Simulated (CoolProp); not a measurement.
Vapour-liquid equilibrium of propylene (1) + acetone (2) at 372 kPa; x and y are mole fractions of (1).

Computed with CoolProp (multi-fluid Helmholtz-energy mixture model, Lemmon 2013 and Lemmon 2006; pair parameters Bell 2016).

### Question
Give the bubble temperature and the first vapour's composition at x = 0.45, 0.55, 0.65. Is there an azeotrope?

### Answer
x = 0.45: 269.0 K, y = 0.983; x = 0.55: 267.0 K, y = 0.986; x = 0.65: 265.7 K, y = 0.987. No azeotrope shows between x = 0.05 and 0.95.

The pair parameters rest on a limited set of measurements; away from them the model extrapolates. With so large a gap from Raoult's law the liquid may split in two, which this calculation doesn't test in full.
